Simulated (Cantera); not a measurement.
Cantera run, input and output.

```python
import numpy as np
import cantera as ct

gas = ct.Solution("h2o2.yaml")
gas.TPX = 1350, 660, {'H2': 0.019, 'O2': 1, 'N2': 0.24}
reactor = ct.IdealGasConstPressureReactor(gas, energy="off", clone=False)
net = ct.ReactorNet([reactor])
net.rtol, net.atol = 1e-08, 1e-18
show = ['H2', 'O2', 'OH', 'H2O', 'H', 'H2O2', 'HO2']
times = np.geomspace(1e-06, 2, 11)

steps = ct.SolutionArray(gas, extra=["t"])
rows = []
print(f"{'t/s':>10s}{'T/K':>9s}{'P/Pa':>11s}" + "".join(f"{s:>11s}" for s in show))
for t in times:
    while net.time < t:
        t_next = net.step()
        steps.append(gas.state, t=t_next)
    rows.append([np.interp(t, steps.t, y) for y in (steps.T, steps.P, *steps(*show).X.T)])
    print(f"{t:10.3e}{rows[-1][0]:9.1f}{rows[-1][1]:11.4g}" + "".join(f"{x:11.3e}" for x in rows[-1][2:]))
rate = np.gradient(steps.T, steps.t)
print("integrator steps:", len(steps.t))
if steps.T.max() > steps.T[0] + 200:
    print(f"time of steepest temperature rise: {steps.t[rate.argmax()]:.4e} s")
gas.TPX = 1350, 660, {'H2': 0.019, 'O2': 1, 'N2': 0.24}
gas.equilibrate("TP")
print(f"equilibrium (TP): T = {gas.T:.1f} K  " + "  ".join(f"{s} {gas[s].X[0]:.3e}" for s in show))
```

Output:

```
       t/s      T/K       P/Pa         H2         O2         OH        H2O          H       H2O2        HO2
 1.000e-06   1350.0        660  1.509e-02  7.943e-01  5.826e-13  5.682e-16  6.707e-11  6.707e-17  6.766e-11
 4.267e-06   1350.0        660  1.509e-02  7.943e-01  1.032e-11  4.235e-14  2.784e-10  1.212e-15  2.887e-10
 1.821e-05   1350.0        660  1.509e-02  7.943e-01  1.722e-10  3.063e-12  1.062e-09  2.199e-14  1.232e-09
 7.768e-05   1350.0        660  1.509e-02  7.943e-01  2.297e-09  1.868e-10  3.085e-09  3.980e-13  5.256e-09
 3.314e-04   1350.0        660  1.509e-02  7.943e-01  2.054e-08  7.822e-09  7.491e-09  7.091e-12  2.242e-08
 1.414e-03   1350.0        660  1.509e-02  7.943e-01  3.515e-07  4.151e-07  7.708e-08  1.181e-10  9.559e-08
 6.034e-03   1350.0        660  1.099e-02  7.906e-01  1.747e-03  3.008e-03  4.448e-04  1.029e-08  4.544e-07
 2.575e-02   1350.0        660  1.070e-04  7.804e-01  1.728e-03  1.371e-02  8.269e-04  9.253e-09  3.569e-07
 1.099e-01   1350.0        660  9.855e-05  7.814e-01  1.660e-03  1.381e-02  7.257e-04  9.093e-09  3.440e-07
 4.687e-01   1350.0        660  7.116e-05  7.847e-01  1.413e-03  1.414e-02  4.360e-04  8.386e-09  2.959e-07
 2.000e+00   1350.0        660  2.543e-05  7.898e-01  8.476e-04  1.469e-02  9.001e-05  5.887e-09  1.731e-07
integrator steps: 795
equilibrium (TP): T = 1350.0 K  H2 4.314e-08  O2 7.927e-01  OH 3.506e-05  H2O 1.519e-02  H 6.134e-09  H2O2 8.715e-11  HO2 1.779e-08
```

Computed with Cantera and the H2/O2 subset of GRI-Mech 3.0, which has no nitrogen chemistry. Radical loss at walls, strong at low pressure, is not modelled.
